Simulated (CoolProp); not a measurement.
Water along the isotherm 344.7 K: Z from the reference equation and from simpler models built on Tc = 647.1 K, pc = 22060 kPa, ω = 0.344; each cubic takes its own stable root.

Computed with CoolProp (reference Helmholtz-energy equation of state, Wagner 2002).

```tsv
p (kPa)	phase	reference
316	liquid	0.002033
534	liquid	0.003435
901	liquid	0.005796
1520	liquid	0.009775
2570	liquid	0.01652
4330	liquid	0.02781
7310	liquid	0.04689
12300	liquid	0.07872
20800	liquid	0.1326
35100	liquid	0.2225
59300	liquid	0.3723
100000	liquid	0.6184
```

**Question.** How far does each simpler model (Redlich-Kwong, Soave-Redlich-Kwong) lie from the reference over these 12 states: mean and median of the absolute difference, and the worst?

**Answer.** 
- Redlich-Kwong: mean 39.0 %, median 38.8 %, worst +40.1 % at 344.7 K and 100000 kPa
- Soave-Redlich-Kwong: mean 34.6 %, median 34.2 %, worst +36.7 % at 344.7 K and 100000 kPa
